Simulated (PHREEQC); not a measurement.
Make-up at 20 °C: 10 mmol/kgw HNO3, 0.05 mmol/kgw Fe(NO3)3 and 0.35 mmol/kgw CuSO4. Closed to the air; pH follows from the charge balance.

All values are PHREEQC results (ion-association model, wateq4f.dat), not measurements.

This is a speciation only: nothing precipitates in the calculation.

Problem. Order these Fe species by the share of Fe that they hold, largest first: Fe(OH)2+, FeHSO4+2, FeOH+2, FeSO4+, Fe+3.

Solution. Fe+3 (50 %), FeSO4+ (32 %), FeOH+2 (17 %), FeHSO4+2 (1.1 %), Fe(OH)2+ (0.38 %)

The pH is 2.05 and the ionic strength 0.0113 mol/kgw. The solution is supersaturated, for example in Hematite (slow to form), Goethite (slow to form), so a real one may precipitate; this is no full list. Species that the database lacks are ignored.
